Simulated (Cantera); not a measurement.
Thermodynamics of silicon carbide growth, feed (CH₃)₂SiCl₂ + C₂H₄ + H₂

Feed: 1 mol (CH₃)₂SiCl₂, 0.031 mol C₂H₄, 13 mol H₂, equilibrated at 0.00280 bar.

Method: chemical equilibrium by Gibbs-energy minimisation in Cantera with the NASA 1993 tables (ideal gas, pure condensed phases). Candidate condensed phases: C, C₆H₆, C₇H₈, C₈H₁₈, Si, SiC; 109 gas species. The feed counts by its element totals alone. The tables' values for SiCl are old estimates; treat these amounts as uncertain. Gases not in the tables: Si₂H₆ and higher silanes. Kinetics and transport are ignored.

From 1350 °C to 1950 °C the condensed part is C(graphite) + SiC(s). From 2025 °C to 2100 °C the condensed part is C(graphite). The main Si-bearing gas is SiCl₂ at 1350 °C and Si at 2100 °C.

```tsv
T (°C)	x H₂	x H	x HCl	x Si	x Cl	x SiC₂	x C₂H₂ (acetylene)	x SiCl₂	n C(graphite)	n SiC(s)
1350	0.882	0.00123	0.116	6.35e-7	0.000127	2.92e-9	3.07e-5	0.000604	1.07	0.990
1425	0.881	0.00257	0.115	3.44e-6	0.000261	2.67e-8	6.35e-5	0.000794	1.07	0.986
1500	0.879	0.00504	0.114	1.62e-5	0.000504	2.01e-7	0.000123	0.00102	1.08	0.982
1575	0.875	0.00937	0.113	6.68e-5	0.000921	1.28e-6	0.000225	0.00126	1.08	0.977
1650	0.868	0.0166	0.111	0.000247	0.00160	7.03e-6	0.000392	0.00153	1.08	0.968
1725	0.857	0.0281	0.109	0.000827	0.00266	3.39e-5	0.000650	0.00181	1.09	0.950
1800	0.839	0.0455	0.105	0.00253	0.00422	0.000145	0.00103	0.00207	1.11	0.906
1875	0.810	0.0709	0.100	0.00717	0.00641	0.000562	0.00155	0.00229	1.19	0.793
1950	0.764	0.106	0.0924	0.0189	0.00929	0.00198	0.00222	0.00243	1.39	0.492
2025	0.700	0.151	0.0836	0.0369	0.0130	0.00506	0.00300	0.00198	1.70	0
2100	0.641	0.211	0.0771	0.0373	0.0182	0.00656	0.00395	0.000910	1.60	0
```
x: gas mole fraction; n: condensed amount in mol.
